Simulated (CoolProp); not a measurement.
Vapour-liquid equilibrium of diethyl ether (1) + methanol (2) at 0.216 MPa; x and y are mole fractions of (1).

Model: multi-fluid Helmholtz-energy mixture model, Thol 2014 and de Reuck 1993; pair parameters Bell 2016, in CoolProp.

Question: Give the bubble temperature and the first vapour's composition at x = 0.35, 0.65, 0.85. Is there an azeotrope?

Answer: x = 0.35: 63.6 °C, y = 0.643; x = 0.65: 59.1 °C, y = 0.770; x = 0.85: 57.6 °C, y = 0.871. y crosses x between x = 0.85 and 0.95: the model has an azeotrope there.

Pair parameters are fitted to limited data, so mixtures are less certain than the pure fluids.
